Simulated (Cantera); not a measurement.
Charge: 1 mol SiH2Cl2, 0.025 mol HCl, 51 mol N2, 0.005 mol Cl2, at 552 °C and 3.75 Torr.

These are equilibrium values from Cantera (NASA tables, ideal gas, pure condensed phases), not measurements of a reactor. Candidate condensed phases: NH4Cl, Si, Si3N4; 28 gas species. N2 is the only nitrogen source here; it is nearly inert below about 1500 K, so the nitride shown seldom forms there in practice. The numbers say what is thermodynamically allowed, not how fast it happens.

Base state: N2 0.964, HCl 0.0280, H2 0.00535, SiCl4 0.00272 (mole fractions); condensed: Si3N4(s).

Task: What changes in the equilibrium state with this change: 0.28 mol NH3 added?

Result: 
| species | before | after |
|---|---|---|
| N2 | 0.964 | 0.955 |
| HCl | 0.0280 | 0.0330 |
| H2 | 0.00535 | 0.0106 |
| SiCl4 | 0.00272 | 0.00136 |
| Si3N4(s), mol | 0.286 | 0.309 |

Task: What changes in the equilibrium state with this change: pressure from 3.75 Torr to 750 Torr?

Result: 
| species | before | after |
|---|---|---|
| N2 | 0.964 | 0.965 |
| HCl | 0.0280 | 0.0235 |
| H2 | 0.00535 | 0.00762 |
| SiCl4 | 0.00272 | 0.00386 |
| Si3N4(s), mol | 0.286 | 0.266 |
